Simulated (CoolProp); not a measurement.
A single-stage vapour-compression cycle with n-butane: evaporating at 320.15 K (dew point), condensing at 390.15 K (bubble point), superheat 8 K, subcooling 2 K, compressor efficiency 0.9, no pressure losses. Each further row changes one setting.

The numbers come from the reference Helmholtz-energy equation of state, Bücker 2006 in CoolProp.

```csv
case,cooling COP,pressure ratio,discharge temperature (K),refrigerating effect (kJ/kg),volumetric capacity (kJ/m³)
as stated,___,4.58,390.2,157,1720
evaporating temperature 325.15 K,___,___,390.2,165,2040
condensing temperature 385.15 K,2.71,___,385.2,174,1900
subcooling 7 K,2.57,4.58,390.2,174,1900
superheat 18 K,___,4.58,397.2,___,1860
compressor efficiency 0.8,2.07,4.58,___,157,1720
```

Complete the blanks.


- as stated, cooling COP: 2.33
- evaporating temperature 325.15 K, cooling COP: 2.66
- evaporating temperature 325.15 K, pressure ratio: 4.02
- condensing temperature 385.15 K, pressure ratio: 4.18
- superheat 18 K, cooling COP: 2.48
- superheat 18 K, refrigerating effect (kJ/kg): 177
- compressor efficiency 0.8, discharge temperature (K): 392.0

The compression ends wet for: as stated; evaporating temperature 325.15 K; condensing temperature 385.15 K; subcooling 7 K.
